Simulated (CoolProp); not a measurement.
Ammonia at 543.88 K and 9.31 MPa is throttled through a valve to 6.37 MPa with no heat exchange. Each further row changes one setting.

Values from CoolProp's reference Helmholtz-energy equation of state, Gao 2020.

```tsv
case	temperature change (K)	final density (kg/m³)
as stated	-12.5	26.6
outlet pressure 1.91 MPa	-34.1	7.89
outlet pressure 8.28 MPa	-4.3	34.7
```
